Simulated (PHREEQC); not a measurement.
Copper plating or etch bath: speciation

Consider water at 4.7 °C with 0.16 mol/kgw CuCl2, 3.4e-05 mol/kgw HCl and 7.8e-05 mol/kgw KCl. Closed to the air; pH follows from the charge balance.

Model: ion-association model, wateq4f.dat, run in PHREEQC.

Precipitation was switched off in this run.

**Question.** Estimate the pH, activity of water.

**Answer.** pH 4.29; activity of water 0.992.

**Question.** In which forms is Cl present?

**Answer.** Cl- 96 %, CuCl+ 3.5 % of the Cl.

Examples of supersaturated solids here: Atacamite. Others may be too. Constants without temperature data keep their 25 °C values here.
